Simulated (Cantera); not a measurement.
A Cantera script and what it prints.

```python
import numpy as np
import cantera as ct

gas_names = """

""".split()
cond_names = """
    Ti3O5(a) Ti3O5(b) Ti3O5(L) Ti4O7(s) Ti4O7(L) Ti2O3(a) Ti2O3(b) Ti2O3(L)
""".split()


def load(file, names, dense=False):
    # The tables refer to 1 bar. Condensed volumes are neglected.
    table = {s.name: s for s in ct.Species.list_from_file(file)}
    out = []
    for n in names:
        d = dict(table[n].input_data)
        d["thermo"] = dict(d["thermo"], **{"reference-pressure": 1e5})
        if dense:
            d["equation-of-state"] = {"model": "constant-volume", "density": "1e6 g/cm^3"}
        out.append(ct.Species.from_dict(d))
    return out


species = {s.name: s for s in load("nasa_gas.yaml", gas_names) + load("nasa_condensed.yaml", cond_names)}
# Each term lists the table entries of one substance; the one whose range holds T is used.
reactions = {
    '2 Ti3O5 = Ti4O7 + Ti2O3':
        [(-2, ['Ti3O5(a)', 'Ti3O5(b)', 'Ti3O5(L)']), (1, ['Ti4O7(s)', 'Ti4O7(L)']), (1, ['Ti2O3(a)', 'Ti2O3(b)', 'Ti2O3(L)'])],
}


def pick(names, T):
    return next(species[n] for n in names if species[n].thermo.min_temp <= T <= species[n].thermo.max_temp)


results = []
for label, terms in reactions.items():
    print(label)
    print("     T/K   dH/kJ  dS/(J/K)   dG/kJ   log10 K")
    for T in [1398, 1548, 1698, 1848, 1998, 2148, 2298, 2448, 2598]:
        used = [(nu, pick(names, T)) for nu, names in terms]
        dH = sum(nu * s.thermo.h(T) for nu, s in used) / 1e6
        dS = sum(nu * s.thermo.s(T) for nu, s in used) / 1e3
        dG = dH - T * dS / 1e3
        logK = -dG * 1e6 / (ct.gas_constant * T * np.log(10))
        results.append((label, T, dH, dS, dG, logK, [s.name for _, s in used]))
        print(f"{T:8g} {dH:8.1f} {dS:8.1f} {dG:8.1f} {logK:8.2f}")
```

Result:

```
2 Ti3O5 = Ti4O7 + Ti2O3
     T/K   dH/kJ  dS/(J/K)   dG/kJ   log10 K
    1398    -14.0    -16.3      8.8    -0.33
    1548    -15.1    -17.1     11.3    -0.38
    1698    -17.9    -18.8     14.0    -0.43
    1848    -22.5    -21.4     17.0    -0.48
    1998    199.7     92.5     14.9    -0.39
    2148    -40.0    -26.0     15.8    -0.38
    2298    -41.6    -26.7     19.7    -0.45
    2448    -43.2    -27.4     23.8    -0.51
    2598    -44.7    -28.0     27.9    -0.56
```

Source: NASA polynomial tables (part measured, part estimated), evaluated in Cantera. Condensed species are held in their standard states even where they would react or evaporate.
